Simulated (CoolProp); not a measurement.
Properties of carbon monoxide along the isotherm 252.9 K.

Model: reference Helmholtz-energy equation of state, Lemmon 2006, in CoolProp. It is a short technical equation, of lower accuracy than the large ones.

| p (bar) | phase | cp (kJ/(kg K)) | isothermal compressibility (1/MPa) |
|---|---|---|---|
| 31.8 | gas | ___ | 0.3218 |
| 63.6 | supercritical | 1.225 | 0.1616 |
| 95.4 | supercritical | 1.317 | 0.1059 |
| 127 | supercritical | 1.395 | 0.07643 |
| 159 | supercritical | 1.454 | ___ |
| 191 | supercritical | 1.492 | 0.04438 |
| 223 | supercritical | ___ | 0.03502 |
| 254 | supercritical | 1.523 | 0.02837 |
| 286 | supercritical | 1.525 | 0.02327 |
| 318 | supercritical | 1.523 | ___ |
| 350 | supercritical | 1.518 | 0.01650 |

Fill in the missing entries.


- 31.8, cp (kJ/(kg K)): 1.129
- 159, isothermal compressibility (1/MPa): 0.05746
- 223, cp (kJ/(kg K)): 1.514
- 318, isothermal compressibility (1/MPa): 0.01943
